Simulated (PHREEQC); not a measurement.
Na2CO3 is added in steps, without added water, to 1 kg of water holding 0.3 mol/kgw NaHS, 0.00012 mol/kgw NaCl and 0.039 mol/kgw MnCl2, at 25 °C. The system is closed to oxygen. No CO2 enters from the air. Solids allowed: Rhodochrosite, Pyrochroite, MnS(Green), Halite, Nahcolite, Natron. Others were left out.

Base run: PHREEQC, ion-association model, wateq4f.dat. Each further column changes one thing. The table gives pH.

```
Na2CO3 added (mol)  base  MnCl2 from 0.039 to 0.078 mol/kgw  NaHS from 0.3 to 0.33 mol/kgw  NaHS replaced by NaBr at the same molality  no solid may form
------------------  ----  ---------------------------------  -----------------------------  ------------------------------------------  -----------------
0                   7.56                               7.17                           7.59                                        6.27               9.26
0.002563            7.59                               7.19                           7.63                                           ?               9.30
0.007687            7.67                               7.23                           7.71                                           ?               9.38
0.01025             7.71                               7.25                           7.75                                        7.18               9.42
0.01281             7.76                               7.28                           7.79                                           ?               9.46
0.01794             7.87                               7.32                           7.90                                        7.28               9.54
0.0205              7.93                               7.35                           7.96                                           ?               9.58
0.02306             8.00                               7.37                           8.03                                        7.38               9.63
0.02819             8.18                               7.42                           8.21                                        7.51               9.73
0.03075             8.30                               7.45                           8.33                                           ?               9.78
0.03331             8.46                               7.48                           8.49                                        7.74               9.84
0.03844             9.32                               7.54                           9.33                                        8.47               9.97
0.041               9.85                               7.58                           9.82                                       10.26              10.04
```

Task: What belongs in the gaps?

Result: 
- 0.002563, NaHS replaced by NaBr at the same molality: 7.10
- 0.007687, NaHS replaced by NaBr at the same molality: 7.15
- 0.01281, NaHS replaced by NaBr at the same molality: 7.21
- 0.0205, NaHS replaced by NaBr at the same molality: 7.33
- 0.03075, NaHS replaced by NaBr at the same molality: 7.61

The polysulfide entries of wateq4f.dat were taken out for this run.  In at least one series the solution becomes supersaturated in solids that the run did not let form, among them Rhodochrosite, Pyrochroite, MnS(Green). Solids allowed in the column 'NaHS replaced by NaBr at the same molality': Rhodochrosite, Pyrochroite, Halite, Nahcolite, Natron.
